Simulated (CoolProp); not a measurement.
Vapour-liquid equilibrium of carbon dioxide (1) + R22 (2) at 226.1 K; x and y are mole fractions of (1).

Model: multi-fluid Helmholtz-energy mixture model, Span 1996 and Kamei 1995; pair parameters Bell 2016, in CoolProp.

Give the bubble pressure and the first vapour's composition at x = 0.05, 0.5, 0.8. Is there an azeotrope?

x = 0.05: 0.1004 MPa, y = 0.285; x = 0.5: 0.3961 MPa, y = 0.901; x = 0.8: 0.6169 MPa, y = 0.973. No azeotrope shows between x = 0.05 and 0.95.

Pair parameters are fitted to limited data, so mixtures are less certain than the pure fluids.
